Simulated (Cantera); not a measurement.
## Gas-phase reforming

An isothermal, constant-pressure homogeneous reactor starts with CH4 : CO2 = 1 : 0.97 (molar parts), at 1748 K and 2.07 atm.

Detailed kinetics in Cantera: GRI-Mech 3.0 (53 species, 325 reactions).

```csv
t (s),x CH4,x CO2,x CH2,x HCO,x C2H2
3.00e-6,0.507,0.492,4.89e-9,2.71e-12,2.47e-10
1.05e-5,0.507,0.492,4.63e-8,1.98e-10,5.37e-8
3.67e-5,0.504,0.492,1.73e-7,5.80e-9,6.54e-6
0.000128,0.488,0.489,4.08e-7,4.44e-8,0.000387
0.000448,0.419,0.467,4.62e-7,6.49e-8,0.0116
0.00157,0.287,0.397,2.79e-7,3.58e-8,0.0621
0.00548,0.141,0.260,2.28e-7,2.56e-8,0.114
0.0191,0.0448,0.0986,2.40e-7,3.44e-8,0.136
0.0669,0.0249,0.0558,1.38e-7,4.54e-8,0.107
0.234,0.0183,0.0316,5.50e-8,5.79e-8,0.0625
0.818,0.0116,0.0138,2.00e-8,6.94e-8,0.0286
2.86,0.00687,0.00473,8.61e-9,7.62e-8,0.0110
10.0,0.00421,0.00116,4.73e-9,7.90e-8,0.00428
```
x: mole fraction; the columns are a selection and need not sum to one.

Equilibrium at this temperature and pressure: CH4 0.00302, CO2 8.28e-6, CH2 3.32e-9, HCO 8.00e-8, C2H2 0.00224 (gas phase only).
